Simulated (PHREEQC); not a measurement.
A column of 1 m (40 cells, dispersivity 0.05 m, 720 s a shift, diffusion coefficient 3e-10 m²/s) holds 0.001 eq of the database's cation exchanger X per kg of pore water, first in equilibrium with 0.0021 mol/kgw KCl, 0.023 mol/kgw ZnCl2 and 1e-05 mol/kgw HCl. It is flushed with 0.00049 mol/kgw KCl, 0.00054 mol/kgw MgCl2 and 1e-05 mol/kgw HCl, at 25 °C. Values are for the last cell. No CO2 enters from the air. Precipitation was switched off in this run.

Computed with PHREEQC (ion-association model, phreeqc.dat).

### Question
Predict Mg in solution (mol/kgw), Zn in solution (mol/kgw), Cl in solution (mol/kgw) at pore volumes = 1.762, 2.513.

### Answer
```
pore volumes  Mg in solution (mol/kgw)  Zn in solution (mol/kgw)  Cl in solution (mol/kgw)
------------  ------------------------  ------------------------  ------------------------
1.762                         0.000260                  0.000804                   0.00264
2.513                         0.000354                  0.000204                   0.00161
```
